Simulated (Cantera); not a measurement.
Input: 1 mol TiO2, 9.6 mol HCl, 7.1 mol H2, equilibrated at 1025 K and 4.20 Pa.

Method: chemical equilibrium by Gibbs-energy minimisation in Cantera with the NASA 1993 tables (ideal gas, pure condensed phases). Candidate condensed phases: H2O, Ti, TiCl2, TiCl3, TiCl4, TiO, TiO2, Ti2O3, Ti3O5, Ti4O7; 23 gas species. Condensed phases not in the tables: TiOCl. Equilibrium is a limit: real reactors are often held back by kinetics, nucleation or transport.

Base state: HCl 0.575, H2 0.425, H2O 0.000101, TiCl4 3.33e-5, TiCl3 1.72e-5 (mole fractions); condensed: TiO2(rutile).

Q: What changes in the equilibrium state with this change: 0.03 mol O2 added?

A: 
| species | before | after |
|---|---|---|
| HCl | 0.575 | 0.575 |
| H2 | 0.425 | 0.422 |
| H2O | 0.000101 | 0.00359 |
| TiCl4 | 3.33e-5 | 2.64e-8 |
| TiCl3 | 1.72e-5 | 1.36e-8 |
| TiO2(rutile), mol | 0.999 | 1.000 |
